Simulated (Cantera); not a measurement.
Feed: 1 mol Al, 5.4 mol Cl2, 2.4 mol H2, held at 1425 K.

These are equilibrium values from Cantera (NASA tables, ideal gas, pure condensed phases), not measurements of a reactor. Candidate condensed phases: Al, AlCl3; 12 gas species. Kinetics and transport are ignored.

### Question
At 16.5 Torr, list the 4 most abundant gas species with their mole fractions, and the condensed phases.

### Answer
HCl 0.628, Cl2 0.151, AlCl3 0.131, Cl 0.0901. Condensed: gas only.
